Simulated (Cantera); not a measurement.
## Ignition delay

Mixture: 8.99 % H2, 11.0 % O2, 64.7 % N2, 15.3 % H2O, equivalence ratio 0.41, at 3.70 bar, adiabatic and at constant pressure. Ignition delay is the time to a rise of 400 K.

Cantera simulation using the H2/O2 subset of GRI-Mech 3.0, which has no nitrogen chemistry; the numbers are that mechanism's predictions, not measurements. The hydrogen kinetics of GRI-Mech 3.0 are dated; newer H2 mechanisms differ, most at raised pressure. Below about 950 K walls govern HO2 and H2O2 in real vessels.

```tsv
T0 (K)	delay (ms)
875	963
925	238
975	66.4
1025	20.2
1075	6.47
1125	2.04
```

```yaml
apparent activation energy between 1025 and 1125 K: 220 kJ/mol
```
